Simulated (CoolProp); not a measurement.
A Linde-Hampson liquefier for normal hydrogen: isothermal reversible compression at 290 K from 1 atm to 40 MPa, throttling to 1 atm, return gas leaving the recuperator 0 K below the feed. Each further row changes one setting.

Model: reference Helmholtz-energy equation of state, Leachman 2009, in CoolProp.

```csv
case,compression work (kJ/kg of gas)
as stated,7450
high pressure 80 MPa,8590
warm-end temperature 320 K,8200
warm-end gap 5 K,7450
```
